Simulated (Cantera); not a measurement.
Cantera run:

```python
import numpy as np
import cantera as ct

gas_names = """
    C CH CH2 CH3 CH2OH CH3O CH4 CH3OH CO CO2 COOH C2 C2H CHCO,ketyl C2H2,acetylene C2H2,vinylidene
    CH2CO,ketene C2H3,vinyl CH3CO,acetyl C2H4 C2H4O,ethylen CH3CHO,ethanal CH3COOH (HCOOH)2 C2H5 C2H6
    CH3OCH3 C2H5OH C2O C3 C3H3,propargyl C3H4,allene C3H4,propyne C3H4,cyclo- C3H5,allyl C3H6,propylene
    C3H6,cyclo- C3H6O C3H7,n-propyl C3H7,i-propyl C3H8 C3H8O,1propanol C3H8O,2propanol C3O2 C4 C4H2
    C4H4,1,3-cyclo- C4H6,butadiene C4H6,2-butyne C4H6,cyclo- C4H8,1-butene C4H8,cis2-buten
    C4H8,tr2-butene C4H8,isobutene C4H8,cyclo- (CH3COOH)2 C4H9,n-butyl C4H9,i-butyl C4H9,s-butyl
    C4H9,t-butyl C4H10,isobutane C4H10,n-butane C5 C5H6,1,3cyclo- C5H8,cyclo- C5H10,1-pentene
    C5H10,cyclo- C5H11,pentyl C5H11,t-pentyl C5H12,n-pentane C5H12,i-pentane CH3C(CH3)2CH3 C6H2
    C6H5,phenyl C6H5O,phenoxy C6H6 C6H5OH,phenol C6H10,cyclo- C6H12,1-hexene C6H12,cyclo- C6H13,n-hexyl
    C7H7,benzyl C7H8 C7H8O,cresol C7H14,1-heptene C7H15,n-heptyl C7H16,n-heptane C8H8,styrene
    C8H10,ethylbenz C8H16,1-octene C8H17,n-octyl C8H18,isooctane C8H18,n-octane C9H19,n-nonyl
    C10H8,naphthale C10H21,n-decyl C12H9,o-bipheny C12H10,bipheny H HCO HO2 H2 HCHO,formaldehy HCOOH H2O
    H2O2 Mg MgH MgO MgOH MgO2H2 Mg2 O OH O2 O3
""".split()
cond_names = """
    C(gr) C6H6(L) C7H8(L) C8H18(L),n-octa H2O(s) H2O(L) Mg(cr) Mg(L) MgCO3(s) MgO(s) MgO(L) MgO2H2(s)
""".split()


def load(file, names, dense=False):
    # The tables refer to 1 bar. Condensed volumes are neglected.
    table = {s.name: s for s in ct.Species.list_from_file(file)}
    out = []
    for n in names:
        d = dict(table[n].input_data)
        d["thermo"] = dict(d["thermo"], **{"reference-pressure": 1e5})
        if dense:
            d["equation-of-state"] = {"model": "constant-volume", "density": "1e6 g/cm^3"}
        out.append(ct.Species.from_dict(d))
    return out


gas = ct.Solution(thermo="ideal-gas", species=load("nasa_gas.yaml", gas_names))
cond = {s.name: ct.Solution(thermo="fixed-stoichiometry", species=[s], name=s.name)
        for s in load("nasa_condensed.yaml", cond_names, dense=True)}
atoms = {
    'Mg(OH)2': {'Mg': 1, 'O': 2, 'H': 2},
    'C': {'C': 1},
    'CO2': {'C': 1, 'O': 2},
    'H2O': {'H': 2, 'O': 1},
}
top_T = {'C(gr)': 4500}  # K; cautious upper limits of use, not melting points


def equilibrate(T, P, feed):
    n = {}
    for name, mol in feed.items():
        for a, k in atoms[name].items():
            n[a] = n.get(a, 0.0) + k * mol
    gas.TPX = T, P, n
    mass = sum(n.values()) * gas.mean_molecular_weight
    gas.equilibrate("TP")
    valid = [c for c in cond.values() if c.min_temp <= T <= top_T.get(c.name, c.max_temp)]
    mix = ct.Mixture([(gas, mass / gas.mean_molecular_weight)] + [(c, 0.0) for c in valid])
    mix.T, mix.P = T, P
    mix.equilibrate("TP", solver="vcs", rtol=1e-11, max_steps=5000)
    return mix


results = []
feed = {'Mg(OH)2': 1, 'C': 0.14, 'CO2': 1.7, 'H2O': 1.7}  # mol
P = 360  # Pa
for T in [948, 1023, 1098, 1173, 1248, 1323, 1398, 1473, 1548, 1623, 1698, 1773, 1848, 1923]:
    mix = equilibrate(T, P, feed)
    results.append((T, P, feed, dict(zip(mix.species_names, mix.species_moles))))
    x = sorted(zip(gas.X, gas.species_names), reverse=True)
    print(f"T = {T:g} K  P = {P:g} Pa  gas = {mix.phase_moles(0):.4g} mol")
    print("   x: " + "  ".join(f"{s} {v:.3e}" for v, s in x if v > 1e-06))
    print("   condensed (mol): " + ("  ".join(f"{mix.phase(i).name} {mix.phase_moles(i):.4g}"
          for i in range(1, mix.n_phases) if mix.phase_moles(i) > 1e-12) or "none"))
```

It prints:

```
T = 948 K  P = 360 Pa  gas = 4.54 mol
   x: H2O 5.503e-01  CO2 3.880e-01  H2 4.438e-02  CO 1.730e-02
   condensed (mol): MgO(s) 1
T = 1023 K  P = 360 Pa  gas = 4.54 mol
   x: H2O 5.544e-01  CO2 3.839e-01  H2 4.031e-02  CO 2.136e-02
   condensed (mol): MgO(s) 1
T = 1098 K  P = 360 Pa  gas = 4.54 mol
   x: H2O 5.581e-01  CO2 3.802e-01  H2 3.658e-02  CO 2.509e-02
   condensed (mol): MgO(s) 1
T = 1173 K  P = 360 Pa  gas = 4.54 mol
   x: H2O 5.615e-01  CO2 3.769e-01  H2 3.326e-02  CO 2.841e-02
   condensed (mol): MgO(s) 1
T = 1248 K  P = 360 Pa  gas = 4.54 mol
   x: H2O 5.644e-01  CO2 3.740e-01  CO 3.132e-02  H2 3.035e-02  H 1.356e-06
   condensed (mol): MgO(s) 1
T = 1323 K  P = 360 Pa  gas = 4.54 mol
   x: H2O 5.669e-01  CO2 3.714e-01  CO 3.384e-02  H2 2.783e-02  H 4.410e-06  OH 1.299e-06
   condensed (mol): MgO(s) 1
T = 1398 K  P = 360 Pa  gas = 4.54 mol
   x: H2O 5.690e-01  CO2 3.693e-01  CO 3.601e-02  H2 2.566e-02  H 1.263e-05  OH 5.524e-06
   condensed (mol): MgO(s) 1
T = 1473 K  P = 360 Pa  gas = 4.54 mol
   x: H2O 5.709e-01  CO2 3.674e-01  CO 3.788e-02  H2 2.379e-02  H 3.252e-05  OH 2.031e-05
   condensed (mol): MgO(s) 1
T = 1548 K  P = 360 Pa  gas = 4.54 mol
   x: H2O 5.724e-01  CO2 3.658e-01  CO 3.950e-02  H2 2.217e-02  H 7.641e-05  OH 6.591e-05  O2 2.300e-06
   condensed (mol): MgO(s) 1
T = 1623 K  P = 360 Pa  gas = 4.541 mol
   x: H2O 5.736e-01  CO2 3.643e-01  CO 4.092e-02  H2 2.078e-02  OH 1.919e-04  H 1.661e-04  O2 1.588e-05  O 1.263e-06
   condensed (mol): MgO(s) 1
T = 1698 K  P = 360 Pa  gas = 4.542 mol
   x: H2O 5.743e-01  CO2 3.628e-01  CO 4.228e-02  H2 1.963e-02  OH 5.078e-04  H 3.377e-04  O2 9.204e-05  O 6.997e-06  MgO2H2 1.292e-06
   condensed (mol): MgO(s) 1
T = 1773 K  P = 360 Pa  gas = 4.546 mol
   x: H2O 5.741e-01  CO2 3.607e-01  CO 4.396e-02  H2 1.884e-02  OH 1.229e-03  H 6.508e-04  O2 4.489e-04  O 3.315e-05  Mg 3.511e-06  MgO2H2 2.883e-06
   condensed (mol): MgO(s) 1
T = 1848 K  P = 360 Pa  gas = 4.558 mol
   x: H2O 5.716e-01  CO2 3.567e-01  CO 4.705e-02  H2 1.881e-02  OH 2.709e-03  O2 1.779e-03  H 1.212e-03  O 1.331e-04  Mg 1.315e-05  MgO2H2 5.997e-06  MgOH 2.848e-06
   condensed (mol): MgO(s) 0.9999
T = 1923 K  P = 360 Pa  gas = 4.584 mol
   x: H2O 5.649e-01  CO2 3.478e-01  CO 5.354e-02  H2 2.024e-02  O2 5.372e-03  OH 5.367e-03  H 2.234e-03  O 4.421e-04  Mg 4.808e-05  MgO2H2 1.168e-05  MgOH 8.510e-06  MgO 1.187e-06
   condensed (mol): MgO(s) 0.9997
```

Cantera equilibrium calculation (NASA polynomials, part measured and part estimated; ideal gas, pure solids and liquids).
